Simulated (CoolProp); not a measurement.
Properties of m-xylene along the isobar 0.101 MPa (Tc = 616.9 K, pc = 3.535 MPa, ω = 0.326).

Values from CoolProp's reference Helmholtz-energy equation of state, Zhou 2012.

```
T (K)   phase  density (kg/m³)  Joule-Thomson coefficient (K/MPa)  isothermal compressibility (1/MPa)  viscosity (µPa s)
-----  ------  ---------------  ---------------------------------  ----------------------------------  -----------------
325.6  liquid            836.1                            -0.4361                          (withheld)                436
346.4  liquid            817.5                            -0.4036                            0.001240                361
367.1  liquid            798.6                            -0.3694                            0.001465                305
387.9  liquid            779.1                            -0.3323                            0.001747                261
408.7  liquid            758.8                            -0.2912                            0.002105                224
429.5     gas            3.117                         (withheld)                               10.30         (withheld)
450.3     gas            2.955                              22.35                               10.23         (withheld)
471.1     gas            2.811                         (withheld)                          (withheld)               10.1
491.8     gas            2.683                              15.88                               10.13               10.6
512.6     gas            2.566                         (withheld)                               10.10               11.0
533.4     gas            2.460                              11.84                               10.07               11.5
554.2     gas            2.362                              10.39                               10.05               11.9
575       gas            2.273                              9.203                               10.03               12.4
595.8     gas            2.190                              8.222                               10.02         (withheld)
616.6     gas            2.114                              7.401                               10.01               13.2
```

Q: Complete the blanks.

A: 
- 325.6, isothermal compressibility (1/MPa): 0.001056
- 429.5, Joule-Thomson coefficient (K/MPa): 27.06
- 429.5, viscosity (µPa s): 9.23
- 450.3, viscosity (µPa s): 9.68
- 471.1, Joule-Thomson coefficient (K/MPa): 18.71
- 471.1, isothermal compressibility (1/MPa): 10.17
- 512.6, Joule-Thomson coefficient (K/MPa): 13.64
- 595.8, viscosity (µPa s): 12.8

Viscosity comes from a separate model (Cao 2016).
